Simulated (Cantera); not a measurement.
Input: 1 mol FeS, 3.6 mol SO3, 0.037 mol H2O, held at 101000 Pa.

Equilibrium computed with Cantera from the NASA thermochemical tables; the gas is ideal and each condensed phase is pure. Candidate condensed phases: Fe, FeO, Fe(OH)2, Fe(OH)3, FeS, FeSO4, FeS2, Fe2O3, Fe2(SO4)3, Fe3O4, H2O, H2SO4, S; 22 gas species. Kinetics and transport are ignored.

At 1023 K, list the 4 most abundant gas species with their mole fractions, and the condensed phases.

SO2 0.971, SO3 0.0211, H2O 0.00798, O2 0.000242. Condensed: Fe2O3(s).
